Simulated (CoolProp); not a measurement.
A single-stage vapour-compression cycle with n-heptane: evaporating at 316.15 K (dew point), condensing at 386.15 K (bubble point), superheat 5 K, subcooling 2 K, compressor efficiency 0.65, no pressure losses. Each further row changes one setting.

Values from CoolProp's reference Helmholtz-energy equation of state, Span 2003. It is a short technical equation, of lower accuracy than the large ones.

| case | cooling COP | pressure ratio | discharge temperature (K) | refrigerating effect (kJ/kg) | volumetric capacity (kJ/m³) |
|---|---|---|---|---|---|
| as stated | … | 10.9 | 386.2 | 195 | 104 |
| evaporating temperature 321.15 K | 2.29 | … | 386.2 | … | … |
| condensing temperature 381.15 K | … | … | 381.1 | 208 | 111 |
| subcooling 7 K | 2.15 | 10.9 | 386.2 | 208 | 111 |
| superheat 15 K | 2.09 | 10.9 | … | 213 | 110 |
| compressor efficiency 0.55 | … | 10.9 | 386.2 | 195 | 104 |

**Question.** What belongs in the gaps?

**Answer.** 
- as stated, cooling COP: 2.01
- evaporating temperature 321.15 K, pressure ratio: 8.79
- evaporating temperature 321.15 K, refrigerating effect (kJ/kg): 204
- evaporating temperature 321.15 K, volumetric capacity (kJ/m³): 133
- condensing temperature 381.15 K, cooling COP: 2.27
- condensing temperature 381.15 K, pressure ratio: 9.48
- superheat 15 K, discharge temperature (K): 387.9
- compressor efficiency 0.55, cooling COP: 1.70

The compression ends wet for: as stated; evaporating temperature 321.15 K; condensing temperature 381.15 K; subcooling 7 K; compressor efficiency 0.55.
